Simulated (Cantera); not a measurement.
## Sublimation and decomposition of ceramics: SiC + C + N₂

Charge: 1 mol SiC, 0.07 mol C, 5.5 mol N₂, equilibrated at 2375 K and 0.133 bar.

Cantera equilibrium calculation (NASA polynomials, part measured and part estimated; ideal gas, pure solids and liquids). Candidate condensed phases: C, Si, SiC, Si₃N₄; 20 gas species. The tables' values for SiN are old estimates; treat these amounts as uncertain. Equilibrium is a limit: real reactors are often held back by kinetics, nucleation or transport.

```json
{
 "x(N₂)": "0.997",
 "x(Si)": "0.00234",
 "x(SiC₂)": "0.000414",
 "x(Si₂C)": "0.000238",
 "x(SiN)": "0.000105",
 "x(CN)": "9.44e-5",
 "x(C₂N₂)": "3.51e-5",
 "x(Si₂N)": "1.78e-5",
 "x(Si₂)": "9.02e-6",
 "n(C(graphite))": "0.0819 mol",
 "n(SiC(s))": "0.981 mol",
 "gas_amount": "5.517 mol",
 "log10 activity of Si(l) (absent)": "-0.76"
}
```
